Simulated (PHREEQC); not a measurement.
0.11 g of hydrous ferric oxide (600 m²/g; 0.2 weak and 0.005 strong sites per Fe, Dzombak-Morel constants, diffuse double layer) in 1 kg of water with 0.1 mol/kgw of an inert sodium salt and 2.6e-06 mol/kgw CaCl2, at 25 °C; the pH is set by adding NaOH or the inert anion's acid. Oxygen is held at 0.21 atm. The system is closed to CO2. Precipitation was switched off in this run.

The series has 17 steps of pH, from 4 to 12.

The numbers come from PHREEQC with the ion-association model, wateq4f.dat.

Near which pH is half of the Ca sorbed, and on which side is more sorbed?

Near pH 8.6, with more sorbed at higher pH.

Species that the database lacks are ignored.
